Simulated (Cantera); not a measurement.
# Silicon oxide and oxynitride deposition: Si2H6 + O2 + N2

Feed: 1 mol Si2H6, 0.72 mol O2, 180 mol N2, held at 6.30 Pa.

Equilibrium computed with Cantera from the NASA thermochemical tables; the gas is ideal and each condensed phase is pure. Candidate condensed phases: H2O, Si, SiO2, Si2N2O, Si3N4; 35 gas species. The feed counts by its element totals alone. N2 is the only nitrogen source here; it is nearly inert below about 1500 K, so the nitride shown seldom forms there in practice. Mutual solubility and eutectic melting of coexisting phases are not modelled. The tables hold silica as quartz up to 1696 K and as liquid above; real silica turns to tridymite and cristobalite and melts near 1996 K. Equilibrium is a limit: real reactors are often held back by kinetics, nucleation or transport.

```
T (°C)   x N2    x H2     x SiO       x H      x Si   x Si2N     x SiN     x SiH  n SiO2(α-quartz)  n Si2N2O(s)  n SiO2(β-quartz)  n Si3N4(s)
------  -----  ------  --------  --------  --------  -------  --------  --------  ----------------  -----------  ----------------  ----------
252     0.984  0.0165    <1e-12    <1e-12    <1e-12   <1e-12    <1e-12    <1e-12             0.293        0.853                 0           0
327     0.984  0.0165    <1e-12    <1e-12    <1e-12   <1e-12    <1e-12    <1e-12             0.293        0.853                 0           0
402     0.984  0.0165    <1e-12    <1e-12    <1e-12   <1e-12    <1e-12    <1e-12             0.293        0.853                 0           0
477     0.984  0.0165    <1e-12  5.12e-12    <1e-12   <1e-12    <1e-12    <1e-12             0.293        0.853                 0           0
552     0.984  0.0165    <1e-12  1.28e-10    <1e-12   <1e-12    <1e-12    <1e-12             0.293        0.853                 0           0
627     0.984  0.0165  1.47e-12   1.89e-9    <1e-12   <1e-12    <1e-12    <1e-12                 0        0.853             0.293           0
702     0.984  0.0165  2.82e-10   1.85e-8    <1e-12   <1e-12    <1e-12    <1e-12                 0        0.853             0.293           0
777     0.984  0.0165   2.52e-8   1.31e-7    <1e-12   <1e-12    <1e-12    <1e-12                 0        0.853             0.293           0
852     0.984  0.0165   1.22e-6   7.18e-7    <1e-12   <1e-12    <1e-12    <1e-12                 0        0.853             0.293           0
927     0.983  0.0165   3.63e-5   3.19e-6    <1e-12   <1e-12    <1e-12    <1e-12                 0        0.851             0.291           0
1002    0.983  0.0164  0.000718   1.19e-5  3.76e-11   <1e-12  1.17e-12    <1e-12                 0        0.810             0.250           0
1077    0.979  0.0163   0.00480   3.84e-5   4.48e-9   <1e-12  9.19e-11  2.90e-11                 0        0.560                 0           0
1152    0.979  0.0163   0.00480  0.000110   1.74e-6  2.28e-9   2.45e-8   7.82e-9                 0        0.560                 0           0
1227    0.976  0.0162   0.00782  0.000282  0.000140  1.79e-6   1.42e-6   4.55e-7                 0            0                 0       0.178
```
x: gas mole fraction; n: condensed amount in mol.

From 252 °C to 552 °C the condensed part is SiO2(α-quartz) + Si2N2O(s). From 627 °C to 1002 °C the condensed part is SiO2(β-quartz) + Si2N2O(s). From 1077 °C to 1152 °C the condensed part is Si2N2O(s). At 1227 °C the condensed part is Si3N4(s).
